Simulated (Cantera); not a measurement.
## Thermodynamics of oxide etching and cleaning by halides, feed SiO2 + HF + N2

Feed: 1 mol SiO2, 34 mol HF, 0.75 mol N2, at 1125 °C.

These are equilibrium values from Cantera (NASA tables, ideal gas, pure condensed phases), not measurements of a reactor. Candidate condensed phases: H2O, Si, SiO2, Si2N2O, Si3N4; 58 gas species. The tables hold silica as quartz up to 1696 K and as liquid above; real silica turns to tridymite and cristobalite and melts near 1996 K. The numbers say what is thermodynamically allowed, not how fast it happens.

From 1.00e-5 bar to 0.000460 bar the condensed part is SiO2(β-quartz). From 0.00170 bar to 1.00 bar nothing is condensed. The main Si-bearing gas is SiF4 throughout.

```json
[
 {"P (Pa)": "1", "x HF": "0.959", "x H2O": "0.0123", "x SiF4": "0.00623", "x N2": "0.0217", "x H2": "0.000182", "x O2": "8.72e-5", "n SiO2(β-quartz)": "0.785"},
 {"P (Pa)": "3.60", "x HF": "0.950", "x H2O": "0.0186", "x SiF4": "0.00937", "x N2": "0.0218", "x H2": "0.000158", "x O2": "7.41e-5", "n SiO2(β-quartz)": "0.677"},
 {"P (Pa)": "13", "x HF": "0.936", "x H2O": "0.0280", "x SiF4": "0.0141", "x N2": "0.0219", "x H2": "0.000136", "x O2": "6.30e-5", "n SiO2(β-quartz)": "0.518"},
 {"P (Pa)": "46", "x HF": "0.916", "x H2O": "0.0414", "x SiF4": "0.0208", "x N2": "0.0220", "x H2": "0.000116", "x O2": "5.35e-5", "n SiO2(β-quartz)": "0.293"},
 {"P (Pa)": "170", "x HF": "0.889", "x H2O": "0.0592", "x SiF4": "0.0296", "x N2": "0.0222", "x H2": "9.53e-5", "x O2": "4.37e-5", "n SiO2(β-quartz)": "0"},
 {"P (Pa)": "600", "x HF": "0.889", "x H2O": "0.0592", "x SiF4": "0.0296", "x N2": "0.0222", "x H2": "6.28e-5", "x O2": "2.86e-5", "n SiO2(β-quartz)": "0"},
 {"P (Pa)": "2200", "x HF": "0.889", "x H2O": "0.0592", "x SiF4": "0.0296", "x N2": "0.0222", "x H2": "4.08e-5", "x O2": "1.84e-5", "n SiO2(β-quartz)": "0"},
 {"P (Pa)": "7700", "x HF": "0.889", "x H2O": "0.0592", "x SiF4": "0.0296", "x N2": "0.0222", "x H2": "2.70e-5", "x O2": "1.21e-5", "n SiO2(β-quartz)": "0"},
 {"P (Pa)": "28000", "x HF": "0.889", "x H2O": "0.0592", "x SiF4": "0.0296", "x N2": "0.0222", "x H2": "1.76e-5", "x O2": "7.81e-6", "n SiO2(β-quartz)": "0"},
 {"P (Pa)": "100000", "x HF": "0.889", "x H2O": "0.0592", "x SiF4": "0.0296", "x N2": "0.0222", "x H2": "1.16e-5", "x O2": "5.07e-6", "n SiO2(β-quartz)": "0"}
]
```
x: gas mole fraction; n: condensed amount in mol.
